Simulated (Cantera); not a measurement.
What does this Cantera script print?

```python
import numpy as np
import cantera as ct

gas_names = [...]  # 143 gases of nasa_gas.yaml made of C, Cl, F, H, Si
cond_names = """
    C(gr) C6H6(L) C7H8(L) C8H18(L),n-octa Si(cr) Si(L) SiC(b)
""".split()


# ... load() reads the species with a 1 bar reference pressure and builds the phases ...
atoms = {
    'CH2F2': {'C': 1, 'H': 2, 'F': 2},
    'HCl': {'H': 1, 'CL': 1},
    'Si': {'Si': 1},
}
top_T = {'C(gr)': 4500, 'SiC(b)': 3050}  # K; cautious upper limits of use, not melting points


# ... equilibrate(T, P, feed) seeds the gas with the atoms and calls Mixture.equilibrate('TP', solver="vcs", rtol=1e-11, max_steps=5000) ...
results = []
feed = {'CH2F2': 1, 'HCl': 0.49, 'Si': 0.097}  # mol
P = 6700  # Pa
for T in [1225, 1300, 1375, 1450, 1525, 1600, 1675, 1750, 1825, 1900, 1975, 2050, 2125, 2200]:
    mix = equilibrate(T, P, feed)
    results.append((T, P, feed, dict(zip(mix.species_names, mix.species_moles))))
    x = sorted(zip(gas.X, gas.species_names), reverse=True)
    print(f"T = {T:g} K  P = {P:g} Pa  gas = {mix.phase_moles(0):.4g} mol")
    print("   x: " + "  ".join(f"{s} {v:.3e}" for v, s in x if v > 1e-05))
    print("   condensed (mol): " + ("  ".join(f"{mix.phase(i).name} {mix.phase_moles(i):.4g}"
          for i in range(1, mix.n_phases) if mix.phase_moles(i) > 1e-12) or "none"))
```

It prints:

```
T = 1225 K  P = 6700 Pa  gas = 2.393 mol
   x: HF 6.736e-01  HCL 2.048e-01  H2 8.106e-02  SiF4 4.053e-02
   condensed (mol): C(gr) 1
T = 1300 K  P = 6700 Pa  gas = 2.393 mol
   x: HF 6.736e-01  HCL 2.048e-01  H2 8.106e-02  SiF4 4.053e-02
   condensed (mol): C(gr) 1
T = 1375 K  P = 6700 Pa  gas = 2.393 mol
   x: HF 6.736e-01  HCL 2.048e-01  H2 8.106e-02  SiF4 4.053e-02
   condensed (mol): C(gr) 1
T = 1450 K  P = 6700 Pa  gas = 2.393 mol
   x: HF 6.736e-01  HCL 2.047e-01  H2 8.106e-02  SiF4 4.052e-02  CL 2.140e-05  SiF3 1.073e-05  H 1.040e-05
   condensed (mol): C(gr) 1
T = 1525 K  P = 6700 Pa  gas = 2.393 mol
   x: HF 6.736e-01  HCL 2.047e-01  H2 8.106e-02  SiF4 4.050e-02  CL 5.271e-05  SiF3 2.967e-05  H 2.602e-05
   condensed (mol): C(gr) 1
T = 1600 K  P = 6700 Pa  gas = 2.393 mol
   x: HF 6.736e-01  HCL 2.046e-01  H2 8.104e-02  SiF4 4.045e-02  CL 1.194e-04  SiF3 7.435e-05  H 5.980e-05
   condensed (mol): C(gr) 1
T = 1675 K  P = 6700 Pa  gas = 2.394 mol
   x: HF 6.736e-01  HCL 2.045e-01  H2 8.101e-02  SiF4 4.035e-02  CL 2.516e-04  SiF3 1.710e-04  H 1.277e-04
   condensed (mol): C(gr) 1
T = 1750 K  P = 6700 Pa  gas = 2.394 mol
   x: HF 6.736e-01  HCL 2.042e-01  H2 8.094e-02  SiF4 4.014e-02  CL 4.973e-04  SiF3 3.645e-04  H 2.556e-04  SiHF3 1.099e-05
   condensed (mol): C(gr) 1
T = 1825 K  P = 6700 Pa  gas = 2.396 mol
   x: HF 6.737e-01  HCL 2.036e-01  H2 8.081e-02  SiF4 3.975e-02  CL 9.294e-04  SiF3 7.247e-04  H 4.836e-04  C2H2,acetylene 1.735e-05  SiHF3 1.584e-05
   condensed (mol): C(gr) 0.9999
T = 1900 K  P = 6700 Pa  gas = 2.398 mol
   x: HF 6.737e-01  HCL 2.027e-01  H2 8.056e-02  SiF4 3.907e-02  CL 1.652e-03  SiF3 1.351e-03  H 8.702e-04  C2H2,acetylene 3.076e-05  SiHF3 2.197e-05  SiF2 1.526e-05
   condensed (mol): C(gr) 0.9999
T = 1975 K  P = 6700 Pa  gas = 2.401 mol
   x: HF 6.738e-01  HCL 2.013e-01  H2 8.015e-02  SiF4 3.796e-02  CL 2.808e-03  SiF3 2.364e-03  H 1.497e-03  C2H2,acetylene 5.205e-05  SiF2 4.447e-05  SiHF3 2.925e-05
   condensed (mol): C(gr) 0.9997
T = 2050 K  P = 6700 Pa  gas = 2.406 mol
   x: HF 6.740e-01  HCL 1.990e-01  H2 7.950e-02  SiF4 3.627e-02  CL 4.580e-03  SiF3 3.885e-03  H 2.471e-03  SiF2 1.168e-04  C2H2,acetylene 8.440e-05  SiHF3 3.729e-05  F 1.050e-05
   condensed (mol): C(gr) 0.9996
T = 2125 K  P = 6700 Pa  gas = 2.414 mol
   x: HF 6.742e-01  HCL 1.958e-01  H2 7.855e-02  SiF4 3.387e-02  CL 7.190e-03  SiF3 5.986e-03  H 3.932e-03  SiF2 2.774e-04  C2H2,acetylene 1.316e-04  SiHF3 4.529e-05  F 2.238e-05
   condensed (mol): C(gr) 0.9994
T = 2200 K  P = 6700 Pa  gas = 2.426 mol
   x: HF 6.744e-01  HCL 1.911e-01  H2 7.727e-02  SiF4 3.072e-02  CL 1.089e-02  SiF3 8.624e-03  H 6.048e-03  SiF2 5.959e-04  C2H2,acetylene 1.980e-04  SiHF3 5.221e-05  F 4.543e-05
   condensed (mol): C(gr) 0.999
```

Cantera equilibrium calculation (NASA polynomials, part measured and part estimated; ideal gas, pure solids and liquids). The tables' values for SiF3, SiF2 are old estimates; treat these amounts as uncertain.
